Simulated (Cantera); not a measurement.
Feed: 1 mol HgO, 62 mol N2, equilibrated at 0.320 bar.

Method: chemical equilibrium by Gibbs-energy minimisation in Cantera with the NASA 1993 tables (ideal gas, pure condensed phases). Candidate condensed phases: Hg, HgO; 10 gas species. The numbers say what is thermodynamically allowed, not how fast it happens. All values below are at 1298 K.

Base state: N2 0.976, Hg 0.0157, O2 0.00783, NO 8.40e-5 (mole fractions); condensed: gas only.

Task: What changes in the equilibrium state with this change: 0.25 mol H2 added?

Result: 
```json
[
 {"species": "N2", "before": "0.976", "after": "0.974"},
 {"species": "Hg", "before": "0.0157", "after": "0.0157"},
 {"species": "O2", "before": "0.00783", "after": "0.00586"},
 {"species": "H2O", "before": "0", "after": "0.00393"},
 {"species": "NO", "before": "8.40e-5", "after": "7.26e-5"}
]
```
Further candidate phases: H2O.
